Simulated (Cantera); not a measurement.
Charge: 1 mol PH3, 1.6 mol O2, equilibrated at 13300 Pa.

Method: chemical equilibrium by Gibbs-energy minimisation in Cantera with the NASA 1993 tables (ideal gas, pure condensed phases). Candidate condensed phases: H2O, P, P4O10; 17 gas species. Gases not in the tables: HPO2, HPO3 and P4O6. Equilibrium is a limit: real reactors are often held back by kinetics, nucleation or transport. All values below are at 1850 °C.

Base state: H2O 0.518, PO2 0.357, H2 0.0778, PO 0.0420, H 0.00274, OH 0.00226, O2 0.000160, O 5.64e-5 (mole fractions); condensed: gas only.

What changes in the equilibrium state with this change: PH3 replaced by NH3?


```
species    before     after
-------  --------  --------
H2O         0.518     0.514
O2       0.000160     0.290
N2              0     0.171
PO2         0.357         0
PO         0.0420         0
H2         0.0778   0.00181
OH        0.00226    0.0147
NO              0   0.00577
O         5.64e-5   0.00240
H         0.00274  0.000418
```
